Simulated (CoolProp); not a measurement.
The numbers come from the reference Helmholtz-energy equation of state, Lemmon 2006 in CoolProp. It is a short technical equation, of lower accuracy than the large ones.

Q: Give the vapour pressure (MPa), vapour density (kg/m³), enthalpy of vaporisation (kJ/kg), surface tension (mN/m) of saturated CH3F (R41) at -48.25, -32.15, -7.95 °C.

A: 
```csv
T (°C),p (MPa),vapour density (kg/m³),enthalpy of vaporisation (kJ/kg),surface tension (mN/m)
-48.25,0.417,8.46,441,10.9
-32.15,0.762,15.2,411,8.60
-7.95,1.63,33.3,355,5.35
```

Surface tension comes from a separate correlation (Mulero 2012).
